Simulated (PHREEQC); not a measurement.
A solution holds 0.17 mol/kgw NaOH, 3.7e-05 mol/kgw HCl and 7.6e-05 mol/kgw ZnCl2, at 25 °C. Closed to the air; pH follows from the charge balance.

All values are PHREEQC results (ion-association model, phreeqc.dat), not measurements.

Precipitation was switched off in this run.

Task: What pH does the model give?

Result: pH 13.08.

Task: In which forms is Zn present?

Result: Zn(OH)4-2 81 %, Zn(OH)3- 18 % of the Zn.

Complexes and solids missing from the database can't appear.
